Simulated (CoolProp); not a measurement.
CH2F2 (R32) along the isobar 173 bar: density (kg/m³) from the reference equation and from simpler models built on Tc = 78.1 °C, pc = 57.83 bar, ω = 0.277; each cubic takes its own stable root.

Model: reference Helmholtz-energy equation of state, Tillner-Roth 1997, in CoolProp.

```tsv
T (°C)	phase	reference
-4.45	liquid	1118
1.95	liquid	1101
8.35	liquid	1083
14.65	liquid	1064
21.05	liquid	1046
27.45	liquid	1026
33.85	liquid	1006
40.25	liquid	985.9
46.55	liquid	965.2
52.95	liquid	943.5
59.35	liquid	921.0
65.75	liquid	897.6
72.15	liquid	873.3
78.45	supercritical	848.4
84.85	supercritical	821.9
91.25	supercritical	794.1
```

How far does each simpler model (van der Waals, Redlich-Kwong, Soave-Redlich-Kwong, Peng-Robinson) lie from the reference over these 16 states: mean and median of the absolute difference, and the worst?


- van der Waals: mean 41.6 %, median 42.2 %, worst -45.0 % at -4.45 °C and 173 bar
- Redlich-Kwong: mean 23.4 %, median 23.6 %, worst -23.6 % at 27.45 °C and 173 bar
- Soave-Redlich-Kwong: mean 22.1 %, median 21.9 %, worst -23.5 % at 91.25 °C and 173 bar
- Peng-Robinson: mean 12.7 %, median 12.3 %, worst -15.4 % at 91.25 °C and 173 bar
